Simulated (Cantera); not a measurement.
Input (Python, Cantera):

```python
import numpy as np
import cantera as ct

surf = ct.Interface("ptcombust.yaml", "Pt_surf")
gas = surf.adjacent["gas"]
gas.TPX = 1150, 130000, {'CH4': 0.0024, 'O2': 0.022, 'N2': 0.79}
surf.TP = 1150, 130000
reactor = ct.FlowReactor(gas, clone=False)
reactor.area = 0.0001  # m2
reactor.surface_area_to_volume_ratio = 920  # 1/m
reactor.mass_flow_rate = 0.13 * reactor.area * gas.density  # inlet velocity 0.13 m/s
reactor.energy_enabled = False
wall = ct.ReactorSurface(surf, reactor, clone=False)
net = ct.ReactorNet([reactor])
net.rtol, net.atol = 1e-8, 1e-16
show, cover = ['CH4', 'O2', 'H2O', 'CO2', 'CO'], ['PT(S)', 'H(S)', 'O(S)', 'OH(S)', 'CO(S)', 'C(S)']

rows = []
print(f"{'z/m':>9s}{'u/(m/s)':>9s}" + "".join(f"{s:>13s}" for s in show + cover))
for z in [0.00013, 0.00023, 0.0004, 0.00072, 0.0013, 0.0023, 0.004, 0.0072, 0.013]:
    net.advance(z)
    rows.append([reactor.speed, *gas[show].X, *surf[cover].coverages])
    print(f"{z:9.4g}{rows[-1][0]:9.3g}" + "".join(f"{x:13.4e}" for x in rows[-1][1:]))
```

Result:

```
      z/m  u/(m/s)          CH4           O2          H2O          CO2           CO        PT(S)         H(S)         O(S)        OH(S)        CO(S)         C(S)
  0.00013     0.13   1.9043e-03   2.4939e-02   2.0767e-03   1.0344e-03   2.4382e-06   4.4325e-01   1.1197e-06   5.5600e-01   7.4541e-04   4.8182e-06   5.8282e-08
  0.00023     0.13   1.3519e-03   2.3843e-02   3.1740e-03   1.5823e-03   1.7434e-06   4.4549e-01   1.3849e-06   5.5359e-01   9.1373e-04   3.4763e-06   4.2039e-08
   0.0004     0.13   7.4822e-04   2.2647e-02   4.3714e-03   2.1797e-03   9.7461e-07   4.4805e-01   1.6351e-06   5.5088e-01   1.0677e-03   1.9603e-06   2.3692e-08
  0.00072     0.13   2.4157e-04   2.1643e-02   5.3763e-03   2.6807e-03   3.2099e-07   4.5028e-01   1.8262e-06   5.4853e-01   1.1817e-03   6.4456e-07   7.7704e-09
   0.0013     0.13   3.0592e-05   2.1221e-02   5.7977e-03   2.8907e-03   4.5757e-08   4.5125e-01   1.9026e-06   5.4752e-01   1.2264e-03   8.3999e-08   9.9071e-10
   0.0023     0.13   8.6467e-07   2.1158e-02   5.8610e-03   2.9224e-03   5.1703e-09   4.5140e-01   1.9140e-06   5.4736e-01   1.2330e-03   3.7854e-09   2.8031e-11
    0.004     0.13   2.4048e-09   2.1152e-02   5.8677e-03   2.9257e-03   2.2972e-09   4.5141e-01   1.9152e-06   5.4735e-01   1.2337e-03   8.4020e-10   7.7969e-14
   0.0072     0.13   2.2696e-10   2.1148e-02   5.8732e-03   2.9285e-03   1.4914e-09   4.5143e-01   1.9163e-06   5.4733e-01   1.2343e-03   5.4257e-10   7.3598e-15
    0.013     0.13   6.6283e-11   2.1141e-02   5.8788e-03   2.9322e-03   1.2198e-09   4.5145e-01   1.9173e-06   5.4731e-01   1.2349e-03   4.4354e-10   2.1496e-15
```

Detailed kinetics in Cantera: Deutschmann's 1995 Pt surface mechanism with GRI-Mech 3.0 gas chemistry. Catalytic surfaces can have several steady states; this one follows from the mechanism file's or the stated starting coverage. Mass transfer to the wall is taken as infinitely fast.
